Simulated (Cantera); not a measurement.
Feed: 1 mol SiHCl3, 0.0041 mol Cl2, 14 mol N2, equilibrated at 533 Torr.

Cantera equilibrium calculation (NASA polynomials, part measured and part estimated; ideal gas, pure solids and liquids). Candidate condensed phases: NH4Cl, Si, Si3N4; 28 gas species. N2 is the only nitrogen source here; it is nearly inert below about 1500 K, so the nitride shown seldom forms there in practice. Equilibrium is a limit: real reactors are often held back by kinetics, nucleation or transport.

Q: What share of the Si ends up in condensed phases as a function of T (K), at 973, 1073, 1173, 1273, 1373, 1473, 1573?

A: 
```
T (K)  Si condensed (%)        as
-----  ----------------  --------
973                44.0  Si3N4(s)
1073               44.6  Si3N4(s)
1173               45.0  Si3N4(s)
1273               45.2  Si3N4(s)
1373               44.6  Si3N4(s)
1473               42.2  Si3N4(s)
1573               35.6  Si3N4(s)
```
